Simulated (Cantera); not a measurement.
## Catalytic stagnation flow on Pt

A jet of CH4 : O2 : N2 = 0.044 : 0.078 : 0.79 (molar parts) at 300 K and 0.160 bar hits a platinum plate 4.1 cm away at a mass flux of 0.069 kg/m²/s; the plate temperature is set and raised in steps from an oxygen-covered start.

Cantera simulation using Deutschmann's 1995 Pt surface mechanism with GRI-Mech 3.0 gas chemistry; the numbers are that mechanism's predictions, not measurements. Catalytic surfaces can have several steady states; this one follows from the mechanism file's or the stated starting coverage.

```json
[
 {"plate T (K)": "850", "wall x CH4": "0.0341", "wall x O2": "0.0554", "wall x H2O": "0.0265", "wall x OH": "<1e-8", "wall x CO": "9.60e-6", "wall x CO2": "0.0173", "θ free Pt": "0.152", "θ O*": "0.846", "θ OH*": "0.00195", "θ CO*": "3.34e-5", "θ C*": "8.52e-8"},
 {"plate T (K)": "900", "wall x CH4": "0.0201", "wall x O2": "0.0257", "wall x H2O": "0.0527", "wall x OH": "3.06e-8", "wall x CO": "9.05e-6", "wall x CO2": "0.0346", "θ free Pt": "0.262", "θ O*": "0.735", "θ OH*": "0.00268", "θ CO*": "3.37e-5", "θ C*": "1.20e-7"},
 {"plate T (K)": "950", "wall x CH4": "0.00313", "wall x O2": "0.00159", "wall x H2O": "0.0830", "wall x OH": "<1e-8", "wall x CO": "0.0229", "wall x CO2": "0.0284", "θ free Pt": "0.731", "θ O*": "3.70e-5", "θ OH*": "3.31e-5", "θ CO*": "0.266", "θ C*": "0.00245"},
 {"plate T (K)": "1000", "wall x CH4": "0.00243", "wall x O2": "0.00130", "wall x H2O": "0.0837", "wall x OH": "<1e-8", "wall x CO": "0.0248", "wall x CO2": "0.0271", "θ free Pt": "0.833", "θ O*": "2.95e-5", "θ OH*": "2.61e-5", "θ CO*": "0.165", "θ C*": "0.00211"},
 {"plate T (K)": "1050", "wall x CH4": "0.00208", "wall x O2": "0.00116", "wall x H2O": "0.0832", "wall x OH": "<1e-8", "wall x CO": "0.0249", "wall x CO2": "0.0274", "θ free Pt": "0.905", "θ O*": "2.91e-5", "θ OH*": "2.28e-5", "θ CO*": "0.0928", "θ C*": "0.00151"}
]
```
x: mole fraction at the wall; θ: surface coverage.
